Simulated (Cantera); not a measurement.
An isothermal, constant-pressure homogeneous reactor starts with N2O = 1 (molar parts), at 1600 K and 0.710 bar. Integrator tolerance rtol = 1e-08.

Cantera simulation using GRI-Mech 3.0 (53 species, 325 reactions); the numbers are that mechanism's predictions, not measurements. GRI-Mech 3.0 was tuned for natural gas; its chemistry of N2O as a main component is partial and can be far from experiment. The temperature is held fixed by assumption; the heat of reaction is taken as removed at once.

Problem. What does this change do: temperature 1600 to 1375 K?

Solution. 
```tsv
quantity	before	after
x(N2O) at 80.0 s	3.42e-6 (gas-phase equilibrium 1.04e-7)	2.76e-6 (gas-phase equilibrium 3.63e-8)
x(NO) at 80.0 s	0.0984 (gas-phase equilibrium 0.00225)	0.0969 (gas-phase equilibrium 0.000731)
x(O2) at 80.0 s	0.284 (gas-phase equilibrium 0.332)	0.284 (gas-phase equilibrium 0.333)
x(O) at 80.0 s	9.25e-6 (gas-phase equilibrium 9.98e-6)	4.06e-7 (gas-phase equilibrium 4.39e-7)
x(N2) at 80.0 s	0.617 (gas-phase equilibrium 0.666)	0.618 (gas-phase equilibrium 0.666)
```
The mechanism lacks the step 2 NO + O2 → 2 NO2, which can matter for NO2 below about 1400 K.
